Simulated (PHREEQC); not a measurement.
Spent oxide etchant: speciation

A solution holds 0.0038 mol/kgw HF, 0.0002 mol/kgw (NH4)2SiF6, 0.00015 mol/kgw HBF4 and 0.071 mol/kgw HCl, at 20 °C. Closed to the air; pH follows from the charge balance.

Model: ion-association model, wateq4f.dat, run in PHREEQC.

Each row changes one thing in this solution. This is a speciation only: nothing precipitates in the calculation.

```csv
case,pH,ionic strength (mol/kgw),HF (mol/kgw),H3BO3 (mol/kgw),F- (mol/kgw),H4SiO4 (mol/kgw),SI of Quartz (SiO2)
as made,1.22,0.0715,0.00440,9.67e-5,6.94e-5,6.69e-5,-0.11
HCl replaced by FeCl3 at the same molality,1.89,0.296,6.99e-6,0.000150,6.21e-7,0.000200,+0.39
temperature from 20 to 25 °C,1.23,0.0714,0.00463,0.000103,6.71e-5,9.97e-5,-0.01
HBF4 from 0.00015 to 0.000225 mol/kgw,1.22,0.0716,0.00452,0.000140,7.13e-5,5.98e-5,-0.16
diluted 10-fold with water,2.18,0.00716,0.000498,1.50e-5,6.04e-5,2.00e-5,-0.64
```

Some of these states are supersaturated (in Hematite (slow to form), Goethite (slow to form), for instance). SiF6-2 is the database's only silicon fluoride. Real BF4- forms and hydrolyses slowly; the run takes it at equilibrium. Fluoro complexes past AlF4- and FeF3 are missing from the database.
